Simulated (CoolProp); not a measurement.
A Linde-Hampson liquefier for ethane: isothermal reversible compression at 320 K from 1 atm to 25 MPa, throttling to 1 atm, return gas leaving the recuperator 5 K below the feed. Each further row changes one setting.

The numbers come from the reference Helmholtz-energy equation of state, Bücker 2006 in CoolProp.

| case | liquid yield per pass | compression work (kJ/kg of gas) |
|---|---|---|
| as stated | … | 378 |
| high pressure 50 MPa | … | … |
| warm-end temperature 350 K | … | … |
| warm-end gap 10 K | … | 378 |

### Question
Complete the blanks.

### Answer

- as stated, liquid yield per pass: 0.460
- high pressure 50 MPa, liquid yield per pass: 0.444
- high pressure 50 MPa, compression work (kJ/kg of gas): 436
- warm-end temperature 350 K, liquid yield per pass: 0.382
- warm-end temperature 350 K, compression work (kJ/kg of gas): 443
- warm-end gap 10 K, liquid yield per pass: 0.453
